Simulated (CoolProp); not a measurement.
R245ca along the isobar 9.57 bar: Z from the reference equation and from simpler models built on Tc = 174.4 °C, pc = 39.41 bar, ω = 0.355; each cubic takes its own stable root.

Model: reference Helmholtz-energy equation of state, Zhou 2016, in CoolProp.

```csv
T (°C),phase,reference
68.65,liquid,0.03547
74.45,liquid,0.03536
80.25,liquid,0.03528
86.15,liquid,0.03523
91.95,liquid,0.03523
97.75,liquid,0.03527
103.55,gas,0.8148
109.35,gas,0.8273
115.25,gas,0.8387
121.05,gas,0.8488
126.85,gas,0.8580
132.65,gas,0.8663
138.45,gas,0.8740
144.25,gas,0.8810
```

Question: How far does each simpler model (van der Waals, Redlich-Kwong, Soave-Redlich-Kwong, Peng-Robinson) lie from the reference over these 14 states: mean and median of the absolute difference, and the worst?

Answer: 
- van der Waals: mean 1001.0 %, median 7.3 %, worst +2374.9 % at 97.75 °C and 9.57 bar
- Redlich-Kwong: mean 488.2 %, median 3.7 %, worst +2279.1 % at 97.75 °C and 9.57 bar
- Soave-Redlich-Kwong: mean 5.0 %, median 1.6 %, worst +11.5 % at 97.75 °C and 9.57 bar
- Peng-Robinson: mean 1.4 %, median 0.6 %, worst -3.6 % at 68.65 °C and 9.57 bar

At some of these states van der Waals, Redlich-Kwong gives the other phase, because its saturation line lies elsewhere.
